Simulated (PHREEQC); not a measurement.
0.045 g of hydrous ferric oxide (600 m²/g; 0.2 weak and 0.005 strong sites per Fe, Dzombak-Morel constants, diffuse double layer) in 1 kg of water with 0.1 mol/kgw of an inert sodium salt, at 25 °C; the pH is set by adding NaOH or the inert anion's acid. Oxygen alone is held at its pressure in air (log pO2 = -0.68). CO2 from the air is kept out. Nothing may precipitate in this run.

Base run: PHREEQC, ion-association model, wateq4f.dat. Each further column changes one thing. The table gives surface charge σ (C/m²).

```json
[
 {"pH": "4", "base": "0.321", "background salt from 0.1 to 0.01 mol/kgw": "0.216", "oxide from 0.045 to 0.22 g/kgw": "0.321", "1.1e-05 mol/kgw ZnCl2 added": "0.321"},
 {"pH": "4.75", "base": "0.244", "background salt from 0.1 to 0.01 mol/kgw": "0.135", "oxide from 0.045 to 0.22 g/kgw": "0.244", "1.1e-05 mol/kgw ZnCl2 added": "0.244"},
 {"pH": "5.88", "base": "0.122", "background salt from 0.1 to 0.01 mol/kgw": "0.055", "oxide from 0.045 to 0.22 g/kgw": "0.122", "1.1e-05 mol/kgw ZnCl2 added": "0.123"},
 {"pH": "6.62", "base": "0.066", "background salt from 0.1 to 0.01 mol/kgw": "0.027", "oxide from 0.045 to 0.22 g/kgw": "0.066", "1.1e-05 mol/kgw ZnCl2 added": "0.069"},
 {"pH": "7.38", "base": "0.027", "background salt from 0.1 to 0.01 mol/kgw": "0.010", "oxide from 0.045 to 0.22 g/kgw": "0.027", "1.1e-05 mol/kgw ZnCl2 added": "0.033"},
 {"pH": "8.12", "base": "0.000", "background salt from 0.1 to 0.01 mol/kgw": "0.000", "oxide from 0.045 to 0.22 g/kgw": "0.000", "1.1e-05 mol/kgw ZnCl2 added": "0.007"},
 {"pH": "9.25", "base": "-0.046", "background salt from 0.1 to 0.01 mol/kgw": "-0.018", "oxide from 0.045 to 0.22 g/kgw": "-0.046", "1.1e-05 mol/kgw ZnCl2 added": "-0.035"},
 {"pH": "10", "base": "-0.094", "background salt from 0.1 to 0.01 mol/kgw": "-0.040", "oxide from 0.045 to 0.22 g/kgw": "-0.094", "1.1e-05 mol/kgw ZnCl2 added": "-0.077"}
]
```
